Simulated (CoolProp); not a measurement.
A simple Rankine cycle with R113: condensing at 318.15 K, boiler at 3.01 MPa, turbine inlet 481.2 K, turbine efficiency 0.6, pump efficiency 0.8, no recuperator. Each further row changes one setting.

The numbers come from the reference Helmholtz-energy equation of state, Marx 1992 in CoolProp.

```tsv
case	thermal efficiency (%)	net work (kJ/kg)	heat in (kJ/kg)	turbine exit temperature (K)	volume ratio over the turbine
as stated	13.0	29.3	225	388.8	[?]
condensing temperature 310.15 K	13.7	31.9	232	[?]	67.3
boiler pressure 2.11 MPa	12.4	[?]	245	414.7	[?]
turbine efficiency 0.5	10.7	[?]	225	395.9	[?]
```

### Question
What belongs in the gaps?

### Answer

- as stated, volume ratio over the turbine: 51.2
- condensing temperature 310.15 K, turbine exit temperature (K): 384.9
- boiler pressure 2.11 MPa, net work (kJ/kg): 30.4
- boiler pressure 2.11 MPa, volume ratio over the turbine: 26.5
- turbine efficiency 0.5, net work (kJ/kg): 24.0
- turbine efficiency 0.5, volume ratio over the turbine: 52.2
